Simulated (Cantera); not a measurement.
Charge: 1 mol Si3N4, 0.088 mol CO2, 92 mol H2, equilibrated at 1975 K and 4.50e-5 bar.

These are equilibrium values from Cantera (NASA tables, ideal gas, pure condensed phases), not measurements of a reactor. Candidate condensed phases: C, C6H6, C7H8, C8H18, H2O, Si, SiC, SiO2, Si2N2O, Si3N4; 151 gas species. Rates play no part.

Base state: H2 0.773, H 0.179, Si 0.0271, N2 0.0187, SiO 0.000840, CO 0.000811, SiH 0.000115, HCN 1.03e-5 (mole fractions); condensed: gas only.

What changes in the equilibrium state with this change: temperature from 1975 K to 1523.15 K?


```tsv
species	before	after
H2	0.773	0.973
N2	0.0187	0.0212
H	0.179	0.00340
Si	0.0271	0.000402
SiO	0.000840	0.00181
Si2	1.00e-5	6.05e-7
CO	0.000811	5.33e-5
Si(s), mol	0	2.71
SiC(s), mol	0	0.0828
```
Mutual solubility and eutectic melting of coexisting phases are not modelled.
